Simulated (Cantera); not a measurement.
**Thermodynamics of sublimation and decomposition of ceramics, feed Si3N4 + C + H2**

Feed: 1 mol Si3N4, 0.0093 mol C, 0.4 mol H2, held at 2.00 bar.

Equilibrium computed with Cantera from the NASA thermochemical tables; the gas is ideal and each condensed phase is pure. Candidate condensed phases: C, C6H6, C7H8, C8H18, Si, SiC, Si3N4; 105 gas species. Mutual solubility and eutectic melting of coexisting phases are not modelled. The tables' values for SiN are old estimates; treat these amounts as uncertain. Gases not in the tables: Si2H6 and higher silanes. Equilibrium is a limit: real reactors are often held back by kinetics, nucleation or transport.

```json
[
 {"T (K)": "1573", "x H2": "0.984", "x N2": "0.0146", "x H": "2.85e-5", "x Si": "9.48e-10", "x HCN": "5.74e-5", "x CH4": "0.000987", "n SiC(s)": "0.00887", "n Si3N4(s)": "0.997", "n Si(l)": "0"},
 {"T (K)": "1673", "x H2": "0.985", "x N2": "0.0150", "x H": "7.99e-5", "x Si": "2.16e-8", "x HCN": "4.96e-5", "x CH4": "0.000305", "n SiC(s)": "0.00915", "n Si3N4(s)": "0.997", "n Si(l)": "0"},
 {"T (K)": "1773", "x H2": "0.984", "x N2": "0.0151", "x H": "0.000200", "x Si": "3.47e-7", "x HCN": "4.28e-5", "x CH4": "0.000107", "n SiC(s)": "0.00924", "n Si3N4(s)": "0.997", "n Si(l)": "0"},
 {"T (K)": "1873", "x H2": "0.984", "x N2": "0.0152", "x H": "0.000453", "x Si": "4.13e-6", "x HCN": "3.75e-5", "x CH4": "4.18e-5", "n SiC(s)": "0.00927", "n Si3N4(s)": "0.997", "n Si(l)": "0"},
 {"T (K)": "1973", "x H2": "0.941", "x N2": "0.0574", "x H": "0.000926", "x Si": "1.58e-5", "x HCN": "0.000152", "x CH4": "4.01e-5", "n SiC(s)": "0.00921", "n Si3N4(s)": "0.988", "n Si(l)": "0.0273"},
 {"T (K)": "2073", "x H2": "0.791", "x N2": "0.207", "x H": "0.00165", "x Si": "4.98e-5", "x HCN": "0.000560", "x CH4": "3.13e-5", "n SiC(s)": "0.00898", "n Si3N4(s)": "0.948", "n Si(l)": "0.148"},
 {"T (K)": "2173", "x H2": "0.336", "x N2": "0.660", "x H": "0.00198", "x Si": "0.000141", "x HCN": "0.00128", "x CH4": "6.23e-6", "n SiC(s)": "0.00763", "n Si3N4(s)": "0.609", "n Si(l)": "1.16"},
 {"T (K)": "2273", "x H2": "0.164", "x N2": "0.831", "x H": "0.00241", "x Si": "0.000366", "x HCN": "0.00186", "x CH4": "1.62e-6", "n SiC(s)": "0.00430", "n Si3N4(s)": "0", "n Si(l)": "2.99"},
 {"T (K)": "2373", "x H2": "0.162", "x N2": "0.829", "x H": "0.00398", "x Si": "0.000872", "x HCN": "0.00325", "x CH4": "1.72e-6", "n SiC(s)": "0.000294", "n Si3N4(s)": "0", "n Si(l)": "3.00"},
 {"T (K)": "2473", "x H2": "0.160", "x N2": "0.827", "x H": "0.00632", "x Si": "0.00194", "x HCN": "0.00325", "x CH4": "1.09e-6", "n SiC(s)": "0", "n Si3N4(s)": "0", "n Si(l)": "2.99"},
 {"T (K)": "2573", "x H2": "0.158", "x N2": "0.823", "x H": "0.00965", "x Si": "0.00403", "x HCN": "0.00310", "x CH4": "6.80e-7", "n SiC(s)": "0", "n Si3N4(s)": "0", "n Si(l)": "2.98"},
 {"T (K)": "2673", "x H2": "0.154", "x N2": "0.817", "x H": "0.0142", "x Si": "0.00795", "x HCN": "0.00292", "x CH4": "4.27e-7", "n SiC(s)": "0", "n Si3N4(s)": "0", "n Si(l)": "2.97"}
]
```
x: gas mole fraction; n: condensed amount in mol.

From 1573 K to 1873 K the condensed part is SiC(s) + Si3N4(s). From 1973 K to 2173 K the condensed part is Si(l) + SiC(s) + Si3N4(s). From 2273 K to 2373 K the condensed part is Si(l) + SiC(s). From 2473 K to 2673 K the condensed part is Si(l). The main Si-bearing gas is SiH2 at 1573 K and Si at 2673 K.
